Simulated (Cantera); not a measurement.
Feed: 1 mol CH2F2, 0.11 mol CH4, equilibrated at 133 Pa.

These are equilibrium values from Cantera (NASA tables, ideal gas, pure condensed phases), not measurements of a reactor. Candidate condensed phases: C, C6H6, C7H8, C8H18; 95 gas species. Rates play no part. All values below are at 2073 K.

Base state: HF 0.891, H2 0.0873, H 0.0213, F 0.000119, C2H2 (acetylene) 0.000107 (mole fractions); condensed: C(graphite).

Problem. What changes in the equilibrium state with this change: CH4 from 0.11 to 0.5 mol?

Solution. 
```tsv
species	before	after
HF	0.891	0.653
H2	0.0873	0.306
H	0.0213	0.0399
C2H2 (acetylene)	0.000107	0.000376
F	0.000119	4.65e-5
C(graphite), mol	1.11	1.50
```

Problem. What changes in the equilibrium state with this change: CH4 from 0.11 to 0.023 mol?

Solution. 
```
species             before     after
----------------  --------  --------
HF                   0.891     0.972
H2                  0.0873    0.0177
H                   0.0213   0.00958
C2H2 (acetylene)  0.000107   2.17e-5
F                 0.000119  0.000288
C(graphite), mol      1.11      1.02
```
